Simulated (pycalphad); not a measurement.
Phase fractions of Si-1.622Mg (wt.%)

Source of the numbers: pycalphad with the COST 507 light-alloy database (1999); pressure 1 atm. No gas phase is included, though pure Mg would boil below 1650 K. The data set is of 1999 and partly superseded. Amounts are mole fractions of atoms. Kinetics are ignored, which matters at the lower temperatures.

```
T (K)  diamond (Si)  liquid  MG2SI
-----  ------------  ------  -----
1650          0.653   0.347      -
1600          0.832   0.168      -
1550          0.891   0.109      -
1500          0.921   0.079      -
1450          0.938   0.062      -
1400          0.947   0.053      -
1350          0.952   0.048      -
1300          0.955   0.045      -
1250          0.958   0.042      -
1200          0.972       -  0.028
1150          0.972       -  0.028
1100          0.972       -  0.028
1050          0.972       -  0.028
1000          0.972       -  0.028
950           0.972       -  0.028
900           0.972       -  0.028
850           0.972       -  0.028
800           0.972       -  0.028
750           0.972       -  0.028
700           0.972       -  0.028
650           0.972       -  0.028
600           0.972       -  0.028
550           0.972       -  0.028
500           0.972       -  0.028
450           0.972       -  0.028
400           0.972       -  0.028
350           0.972       -  0.028
```

Database names, with the compositions (at.%) that they take in these runs: MG2SI: Mg 67 Si 33.
